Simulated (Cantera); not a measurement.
An adiabatic, constant-pressure homogeneous reactor starts with H2 : O2 : N2 = 1 : 0.333 : 1.25 (molar parts), at 1150 K and 2500000 Pa. Integrator tolerance rtol = 1e-08.

Computed with Cantera and GRI-Mech 3.0 (53 species, 325 reactions). The hydrogen kinetics of GRI-Mech 3.0 are dated; newer H2 mechanisms differ, most at raised pressure. The pressure lies above the range GRI-Mech 3.0 was tuned for (to about 10 atm).

Q: What does this change do: 0.037 parts NO added?

A: 
```json
[
 {"quantity": "time of steepest temperature rise", "before": "0.242 ms", "after": "9.57 µs"},
 {"quantity": "temperature at 1.00 s", "before": "2889 K", "after": "2960 K"},
 {"quantity": "equilibrium temperature", "before": "2889 K", "after": "2960 K"},
 {"quantity": "x(H2) at 1.00 s", "before": "0.147 (gas-phase equilibrium 0.147)", "after": "0.131 (gas-phase equilibrium 0.131)"},
 {"quantity": "x(O2) at 1.00 s", "before": "0.000143 (gas-phase equilibrium 0.000143)", "after": "0.000320 (gas-phase equilibrium 0.000320)"},
 {"quantity": "x(NO2) at 1.00 s", "before": "7.41e-8 (gas-phase equilibrium 7.41e-8)", "after": "1.73e-7 (gas-phase equilibrium 1.73e-7)"},
 {"quantity": "x(HO2) at 1.00 s", "before": "5.47e-7 (gas-phase equilibrium 5.47e-7)", "after": "1.17e-6 (gas-phase equilibrium 1.17e-6)"},
 {"quantity": "x(NO) at 1.00 s", "before": "0.000907 (gas-phase equilibrium 0.000907)", "after": "0.00149 (gas-phase equilibrium 0.00149)"}
]
```
The mechanism lacks 2 NO + O2 → 2 NO2 and HONO, so NO2 and the effect of NO are under-described below about 1400 K.

Q: What does this change do: pressure from 2500000 Pa to 1000000 Pa?

A: 
```json
[
 {"quantity": "time of steepest temperature rise", "before": "0.242 ms", "after": "0.235 ms"},
 {"quantity": "temperature at 1.00 s", "before": "2889 K", "after": "2852 K"},
 {"quantity": "equilibrium temperature", "before": "2889 K", "after": "2852 K"},
 {"quantity": "x(H2) at 1.00 s", "before": "0.147 (gas-phase equilibrium 0.147)", "after": "0.146 (gas-phase equilibrium 0.146)"},
 {"quantity": "x(O2) at 1.00 s", "before": "0.000143 (gas-phase equilibrium 0.000143)", "after": "0.000269 (gas-phase equilibrium 0.000269)"},
 {"quantity": "x(NO2) at 1.00 s", "before": "7.41e-8 (gas-phase equilibrium 7.41e-8)", "after": "8.64e-8 (gas-phase equilibrium 8.64e-8)"},
 {"quantity": "x(HO2) at 1.00 s", "before": "5.47e-7 (gas-phase equilibrium 5.47e-7)", "after": "6.47e-7 (gas-phase equilibrium 6.47e-7)"},
 {"quantity": "x(NO) at 1.00 s", "before": "0.000907 (gas-phase equilibrium 0.000907)", "after": "0.00118 (gas-phase equilibrium 0.00118)"}
]
```

Q: What does this change do: pressure from 2500000 Pa to 500000 Pa?

A: 
```tsv
quantity	before	after
time of steepest temperature rise	0.242 ms	52.5 µs
temperature at 1.00 s	2889 K	2819 K
equilibrium temperature	2889 K	2819 K
x(H2) at 1.00 s	0.147 (gas-phase equilibrium 0.147)	0.146 (gas-phase equilibrium 0.146)
x(O2) at 1.00 s	0.000143 (gas-phase equilibrium 0.000143)	0.000413 (gas-phase equilibrium 0.000413)
x(NO2) at 1.00 s	7.41e-8 (gas-phase equilibrium 7.41e-8)	9.20e-8 (gas-phase equilibrium 9.20e-8)
x(HO2) at 1.00 s	5.47e-7 (gas-phase equilibrium 5.47e-7)	6.99e-7 (gas-phase equilibrium 6.99e-7)
x(NO) at 1.00 s	0.000907 (gas-phase equilibrium 0.000907)	0.00140 (gas-phase equilibrium 0.00140)
```
